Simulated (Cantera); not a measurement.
A closed system holds: 1 mol Si3N4, 0.017 mol CO2, 350 mol N2, at 925 °C and 16.0 Pa.

These are equilibrium values from Cantera (NASA tables, ideal gas, pure condensed phases), not measurements of a reactor. Candidate condensed phases: C, Si, SiC, SiO2, Si2N2O, Si3N4; 34 gas species. Mutual solubility and eutectic melting of coexisting phases are not modelled. Kinetics and transport are ignored.

Base state: N2 1.000, CO 2.18e-5 (mole fractions); condensed: SiC(s) + Si2N2O(s) + Si3N4(s).

**Question.** What changes in the equilibrium state with this change: temperature from 925 °C to 1900 °C?

**Answer.** 
```json
[
 {"species": "N2", "before": "1.000", "after": "0.992"},
 {"species": "Si", "before": "<1e-9", "after": "0.00838"},
 {"species": "SiO", "before": "2.91e-8", "after": "4.81e-5"},
 {"species": "SiN", "before": "<1e-9", "after": "1.88e-5"},
 {"species": "CO", "before": "2.18e-5", "after": "4.76e-5"},
 {"species": "SiC(s), mol", "before": "0.00936", "after": "0"},
 {"species": "Si2N2O(s), mol", "before": "0.0264", "after": "0"},
 {"species": "Si3N4(s), mol", "before": "0.979", "after": "0"}
]
```
The tables' values for SiN are old estimates; treat these amounts as uncertain.
